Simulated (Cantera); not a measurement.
Input: 1 mol Si₂H₆, a varied amount of CO₂, 11 mol N₂, 1.6 mol NO, equilibrated at 425 °C and 0.165 Torr.

Equilibrium computed with Cantera from the NASA thermochemical tables; the gas is ideal and each condensed phase is pure. Candidate condensed phases: C, C₆H₆, C₇H₈, C₈H₁₈, H₂O, Si, SiC, SiO₂, Si₂N₂O, Si₃N₄; 151 gas species. The feed counts by its element totals alone. Kinetics and transport are ignored.

Problem. At 1.2 mol CO₂, list the 3 most abundant gas species with their mole fractions, and the condensed phases.

Solution. N₂ 0.797, H₂ 0.203, CH₄ 8.01e-5. Condensed: C(graphite) + SiO₂(α-quartz).
